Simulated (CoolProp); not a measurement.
The numbers come from the reference Helmholtz-energy equation of state, Eisenbach 2021 in CoolProp.

Task: Give the vapour pressure (MPa), liquid density (kg/m³), vapour density (kg/m³), enthalpy of vaporisation (kJ/kg) of saturated propylene glycol at 304.55 °C.

Result: 
| T (°C) | p (MPa) | liquid density (kg/m³) | vapour density (kg/m³) | enthalpy of vaporisation (kJ/kg) |
|---|---|---|---|---|
| 304.55 | 1.58 | 747 | 29.5 | 541 |
